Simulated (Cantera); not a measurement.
A closed system holds: 1 mol Fe(CO)5, 0.67 mol H2, held at 1398.15 K and 3.40 bar.

Equilibrium computed with Cantera from the NASA thermochemical tables; the gas is ideal and each condensed phase is pure. Candidate condensed phases: C, C6H6, C7H8, C8H18, Fe, Fe(CO)5, FeO, Fe(OH)2, Fe(OH)3, Fe2O3, Fe3O4, H2O; 114 gas species. Condensed phases not in the tables: cementite and carbon dissolved in iron. Rates play no part.

Base state: CO 0.877, H2 0.117, CO2 0.00457, H2O 0.00132, CH4 0.000204 (mole fractions); condensed: C(graphite) + Fe(γ).

Q: What changes in the equilibrium state with this change: H2 from 0.67 to 1.5 mol?

A: 
| species | before | after |
|---|---|---|
| CO | 0.877 | 0.765 |
| H2 | 0.117 | 0.228 |
| CO2 | 0.00457 | 0.00348 |
| CH4 | 0.000204 | 0.000775 |
| H2O | 0.00132 | 0.00225 |
| C(graphite), mol | 0.0320 | 0.0320 |
| Fe(γ), mol | 1.00 | 1.00 |
